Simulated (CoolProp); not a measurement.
A single-stage vapour-compression cycle with n-pentane: evaporating at 257.15 K (dew point), condensing at 279.15 K (bubble point), superheat 10 K, subcooling 8 K, compressor efficiency 0.85, no pressure losses. Each further row changes one setting.

Computed with CoolProp (reference Helmholtz-energy equation of state, Thol 2019).

| case | cooling COP | pressure ratio | discharge temperature (K) | refrigerating effect (kJ/kg) | volumetric capacity (kJ/m³) |
|---|---|---|---|---|---|
| as stated | 9.76 | 2.85 | 292.4 | 381 | 139 |
| evaporating temperature 262.15 K | 13.1 | 2.21 | 291.3 | 388 | 181 |
| condensing temperature 274.15 K | 12.8 | 2.29 | 287.0 | 392 | 143 |
| subcooling 13 K | 10.0 | 2.85 | 292.4 | 392 | 143 |
| superheat 20 K | 9.79 | 2.85 | 302.6 | 397 | 140 |
| compressor efficiency 0.75 | 8.61 | 2.85 | 295.6 | 381 | 139 |
